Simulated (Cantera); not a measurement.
Feed: 1 mol PbO, 90 mol N2, held at 1.60 bar.

These are equilibrium values from Cantera (NASA tables, ideal gas, pure condensed phases), not measurements of a reactor. Candidate condensed phases: Pb, PbO, PbO2, Pb3O4; 12 gas species. Gases not in the tables: (PbO)n polymers. Equilibrium is a limit: real reactors are often held back by kinetics, nucleation or transport. All values below are at 1448 K.

Base state: N2 0.996, PbO 0.00277, Pb 0.000496, O2 0.000231, NO 3.50e-5 (mole fractions); condensed: PbO(l).

What changes in the equilibrium state with this change: pressure from 1.60 bar to 35.0 mbar?


```json
[
 {"species": "N2", "before": "0.996", "after": "0.987"},
 {"species": "PbO", "before": "0.00277", "after": "0.00756"},
 {"species": "Pb", "before": "0.000496", "after": "0.00341"},
 {"species": "O2", "before": "0.000231", "after": "0.00166"},
 {"species": "NO", "before": "3.50e-5", "after": "9.35e-5"},
 {"species": "PbO(l), mol", "before": "0.705", "after": "0"}
]
```
